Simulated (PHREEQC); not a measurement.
A PHREEQC speciation (ion-association model, phreeqc.dat) at 25 °C gives pH 2.03 and these molalities:

```tsv
species	mol/kgw
Mg+2	0.0394
SO4-2	0.0381
MgSO4	0.0376
HSO4-	0.0143
H+	0.0117
Zn+2	5.69e-5
ZnSO4	4.82e-5
Zn(SO4)2-2	1.49e-5
```

### Question
What are the element totals, and what could have been dissolved in 1 kg of water to give them?

### Answer
One answer among several that fit: totals Mg 0.0770, S(6) 0.0901, Zn 0.000120 mol/kgw, from 0.013 mol/kgw H2SO4, 0.00012 mol/kgw ZnSO4 and 0.077 mol/kgw MgSO4.

Precipitation was switched off in this run.
